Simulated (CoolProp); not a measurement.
Saturation properties of n-perfluorohexane (Tc = 174.9 °C, pc = 1742 kPa, ω = 0.497).

Computed with CoolProp (reference Helmholtz-energy equation of state, Gao 2022).

| T (°C) | p (kPa) | liquid density (kg/m³) | enthalpy of vaporisation (kJ/kg) | liquid cp (kJ/(kg K)) | vapour Z |
|---|---|---|---|---|---|
| -23.75 | 2.008 | 1813 | 105.2 | 0.9705 | 0.9970 |
| -19.35 | 2.702 | 1801 | 104.1 | 0.9774 | 0.9961 |
| -14.95 | 3.590 | 1789 | 103.0 | 0.9843 | 0.9952 |
| -10.55 | 4.712 | 1776 | 102.0 | 0.9912 | 0.9940 |
| -6.15 | 6.116 | 1764 | 100.9 | 0.9981 | 0.9926 |
| -1.75 | 7.852 | 1752 | 99.81 | 1.005 | 0.9910 |
| 2.65 | 9.980 | 1740 | 98.72 | 1.012 | 0.9892 |
| 7.05 | 12.56 | 1727 | 97.63 | 1.019 | 0.9871 |
| 11.45 | 15.67 | 1715 | 96.54 | 1.026 | 0.9847 |

It boils at 57.1 °C under 1 atm.
